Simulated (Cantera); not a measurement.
What does this Cantera script print?

```python
import numpy as np
import cantera as ct

gas = ct.Solution("gri30.yaml")
gas.TPX = 1498, 270000, {'C2H4': 1, 'O2': 1.88, 'N2': 7.05, 'H2O': 1.1}
reactor = ct.IdealGasConstPressureReactor(gas, energy="on", clone=False)
net = ct.ReactorNet([reactor])
net.rtol, net.atol = 1e-08, 1e-16
show = ['C2H4', 'O2', 'H2O', 'HCO', 'NO', 'CH2']
times = np.geomspace(4e-06, 9, 13)

steps = ct.SolutionArray(gas, extra=["t"])
rows = []
print(f"{'t/s':>10s}{'T/K':>9s}{'P/Pa':>11s}" + "".join(f"{s:>11s}" for s in show))
for t in times:
    while net.time < t:
        t_next = net.step()
        steps.append(gas.state, t=t_next)
    rows.append([np.interp(t, steps.t, y) for y in (steps.T, steps.P, *steps(*show).X.T)])
    print(f"{t:10.3e}{rows[-1][0]:9.1f}{rows[-1][1]:11.4g}" + "".join(f"{x:11.3e}" for x in rows[-1][2:]))
rate = np.gradient(steps.T, steps.t)
print("integrator steps:", len(steps.t))
if steps.T.max() > steps.T[0] + 200:
    print(f"time of steepest temperature rise: {steps.t[rate.argmax()]:.4e} s")
gas.TPX = 1498, 270000, {'C2H4': 1, 'O2': 1.88, 'N2': 7.05, 'H2O': 1.1}
gas.equilibrate("HP")
print(f"equilibrium (HP): T = {gas.T:.1f} K  " + "  ".join(f"{s} {gas[s].X[0]:.3e}" for s in show))
```

Result:

```
       t/s      T/K       P/Pa       C2H4         O2        H2O        HCO         NO        CH2
 4.000e-06   1498.0    2.7e+05  9.065e-02  1.704e-01  9.973e-02  7.381e-08  4.615e-15  4.754e-11
 1.353e-05   2382.4    2.7e+05  4.491e-04  3.757e-02  1.648e-01  1.272e-04  1.106e-05  4.295e-04
 4.579e-05   2739.1    2.7e+05  8.917e-20  2.013e-03  1.692e-01  4.872e-07  2.537e-04  1.129e-12
 1.549e-04   2796.0    2.7e+05  2.261e-19  1.242e-03  1.739e-01  3.948e-07  5.595e-04  1.777e-12
 5.241e-04   2795.3    2.7e+05  2.476e-19  1.161e-03  1.738e-01  3.894e-07  1.309e-03  1.822e-12
 1.773e-03   2791.3    2.7e+05  2.589e-19  1.110e-03  1.735e-01  3.879e-07  2.160e-03  1.824e-12
 6.000e-03   2790.8    2.7e+05  2.601e-19  1.104e-03  1.735e-01  3.878e-07  2.250e-03  1.824e-12
 2.030e-02   2790.8    2.7e+05  2.601e-19  1.104e-03  1.735e-01  3.878e-07  2.250e-03  1.824e-12
 6.868e-02   2790.8    2.7e+05  2.601e-19  1.104e-03  1.735e-01  3.878e-07  2.250e-03  1.824e-12
 2.324e-01   2790.8    2.7e+05  2.601e-19  1.104e-03  1.735e-01  3.878e-07  2.250e-03  1.824e-12
 7.862e-01   2790.8    2.7e+05  2.601e-19  1.104e-03  1.735e-01  3.878e-07  2.250e-03  1.824e-12
 2.660e+00   2790.8    2.7e+05  2.601e-19  1.104e-03  1.735e-01  3.878e-07  2.250e-03  1.824e-12
 9.000e+00   2790.8    2.7e+05  2.601e-19  1.104e-03  1.735e-01  3.878e-07  2.250e-03  1.824e-12
integrator steps: 1620
time of steepest temperature rise: 1.3213e-05 s
equilibrium (HP): T = 2790.8 K  C2H4 2.796e-19  O2 1.104e-03  H2O 1.735e-01  HCO 3.878e-07  NO 2.250e-03  CH2 1.934e-12
```

Cantera simulation using GRI-Mech 3.0 (53 species, 325 reactions); the numbers are that mechanism's predictions, not measurements. GRI-Mech 3.0 was tuned for natural gas; its chemistry of ethylene as a main component is partial and can be far from experiment.
